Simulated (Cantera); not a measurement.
# Gas-phase reforming

A perfectly stirred reactor is fed with CH₄ : CO₂ = 1 : 0.72 (molar parts), at 22500 Torr; it is held at 2198 K, and followed from long to short residence time.

Model: GRI-Mech 3.0 (53 species, 325 reactions), integrated in Cantera. The pressure lies above the range GRI-Mech 3.0 was tuned for (to about 10 atm).

| τ (s) | x CH₄ | x CO₂ | x CO | x O | x C₂H₆ | x H |
|---|---|---|---|---|---|---|
| 0.59 | 0.0112 | 0.000108 | 0.423 | 9.43e-11 | 5.08e-6 | 0.000744 |
| 0.33 | 0.0113 | 0.000182 | 0.423 | 1.56e-10 | 5.15e-6 | 0.000744 |
| 0.18 | 0.0115 | 0.000320 | 0.422 | 2.69e-10 | 5.27e-6 | 0.000743 |
| 0.10 | 0.0118 | 0.000553 | 0.421 | 4.58e-10 | 5.48e-6 | 0.000742 |
| 0.058 | 0.0122 | 0.000910 | 0.420 | 7.42e-10 | 5.81e-6 | 0.000740 |
| 0.032 | 0.0129 | 0.00154 | 0.417 | 1.23e-9 | 6.42e-6 | 0.000737 |
| 0.018 | 0.0140 | 0.00248 | 0.413 | 1.93e-9 | 7.39e-6 | 0.000732 |
| 0.010 | 0.0157 | 0.00393 | 0.406 | 2.94e-9 | 9.01e-6 | 0.000725 |
| 0.0057 | 0.0179 | 0.00590 | 0.398 | 4.19e-9 | 1.15e-5 | 0.000716 |
| 0.0032 | 0.0210 | 0.00869 | 0.387 | 5.75e-9 | 1.55e-5 | 0.000703 |
x: mole fraction; the columns are a selection and need not sum to one.
